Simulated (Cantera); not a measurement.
# Equilibrium for abatement and gas-phase synthesis: NF3 + H2O + N2

A closed system holds: 1 mol NF3, 0.47 mol H2O, 4.3 mol N2, equilibrated at 1.33 mbar.

These are equilibrium values from Cantera (NASA tables, ideal gas, pure condensed phases), not measurements of a reactor. Candidate condensed phases: H2O; 40 gas species. Rates play no part.

| T (°C) | log p N2 | log p F | log p HF | log p O | log p O2 | log p H | log p NO | log p N |
|---|---|---|---|---|---|---|---|---|
| 1600 | -3.10 | -3.47 | -3.81 | -5.84 | -4.43 | -10.35 | -5.65 | -11.44 |
| 1750 | -3.10 | -3.47 | -3.81 | -5.33 | -4.46 | -9.13 | -5.48 | -10.45 |
| 1900 | -3.10 | -3.47 | -3.81 | -4.90 | -4.52 | -8.08 | -5.35 | -9.60 |
| 2050 | -3.10 | -3.47 | -3.81 | -4.57 | -4.65 | -7.16 | -5.27 | -8.85 |
| 2200 | -3.11 | -3.47 | -3.82 | -4.34 | -4.89 | -6.36 | -5.27 | -8.20 |
| 2350 | -3.11 | -3.47 | -3.82 | -4.22 | -5.26 | -5.65 | -5.34 | -7.62 |
| 2500 | -3.11 | -3.47 | -3.85 | -4.17 | -5.71 | -5.04 | -5.47 | -7.10 |
| 2650 | -3.12 | -3.45 | -3.92 | -4.15 | -6.18 | -4.55 | -5.62 | -6.64 |
log p: log10 of the partial pressure in bar; nothing condenses.

From 1600 °C to 2650 °C nothing is condensed.
